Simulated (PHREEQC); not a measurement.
# Acid mine or pickling water

A made-up water analysis in mg/L, 25 °C, pH 3.78, pe 9.9: Na 22.5; K 0.355; Ca 21.7; Mg 55.7; Cl 19.8; S(6) as SO4 389; Mn(2) 0.106; Cd 14.4; Fe(3) 41.8.

Cl is adjusted to close the charge balance.
Valence states are taken as typed.

Equilibrium calculation in PHREEQC: ion-association model, wateq4f.dat.

No solid was allowed to form.

### Question
Estimate the ionic strength.

### Answer
ionic strength 0.0125 mol/kgw.

### Question
In which forms is Mg present?

### Answer
Mg+2 76 %, MgSO4 24 % of the Mg.

Examples of supersaturated solids here: Jarosite-K, Fe(OH)3(a). Others may be too.
